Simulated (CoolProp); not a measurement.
Vapour-liquid equilibrium of ethylene (1) + isobutane (2) at -52.35 °C; x and y are mole fractions of (1).

The numbers come from the multi-fluid Helmholtz-energy mixture model, Smukala 2000 and Bücker 2006; pair parameters Bell 2016 in CoolProp.

### Question
Give the bubble pressure and the first vapour's composition at x = 0.45, 0.65, 0.95. Is there an azeotrope?

### Answer
x = 0.45: 0.4013 MPa, y = 0.976; x = 0.65: 0.6028 MPa, y = 0.989; x = 0.95: 0.9247 MPa, y = 0.999. No azeotrope shows between x = 0.05 and 0.95.

The pair parameters rest on a limited set of measurements; away from them the model extrapolates.
